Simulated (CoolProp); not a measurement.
Saturation properties of R142b (Tc = 410.3 K, pc = 4.055 MPa, ω = 0.232).

Values from CoolProp's reference Helmholtz-energy equation of state, Lemmon 2006. It is a short technical equation, of lower accuracy than the large ones.

```tsv
T (K)	p (MPa)	liquid density (kg/m³)	vapour Z	surface tension (mN/m)
298.4	0.3404	1111	0.9060	11.4
306.4	0.4320	1090	0.8895	10.4
314.3	0.5395	1069	0.8716	9.42
322.3	0.6677	1047	0.8516	8.46
330.3	0.8171	1023	0.8296	___
338.3	0.9900	999.0	0.8055	___
346.3	1.189	973.2	0.7791	5.71
354.3	1.415	945.7	0.7500	4.84
362.3	1.672	916.1	___	4.00
370.2	1.959	884.2	0.6826	3.20
```

Question: Fill in the missing entries.

Answer: 
- 330.3, surface tension (mN/m): 7.52
- 338.3, surface tension (mN/m): 6.60
- 362.3, vapour Z: 0.7179

It boils at 264.0 K under 1 atm.

Surface tension comes from a separate correlation (Mulero 2012).
